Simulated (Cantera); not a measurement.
An isothermal, constant-pressure homogeneous reactor starts with 25.6 % C2H6, 74.4 % N2, at 1900 K and 15000 Pa.

Computed with Cantera and GRI-Mech 3.0 (53 species, 325 reactions). GRI-Mech 3.0 stops at C3 and has no aromatics, soot or wall deposition, so with more carbon than oxygen in the feed, carbon stays in small species such as C2H2 where larger ones or solid carbon would form.

One state of this run: x C2H6 = 4.07e-9; x CH4 = 0.000343; x C2H2 = 0.168; x CH3 = 2.43e-5; x C2H4 = 0.000103; x H = 0.00120; x HCN = 0.00144. x: mole fraction; the columns are a selection and need not sum to one.

**Question.** Which value of t (s) does it belong to?
A. 0.00215
B. 100
C. 2.15e-5
D. 4.64e-6

**Answer.** B, 100
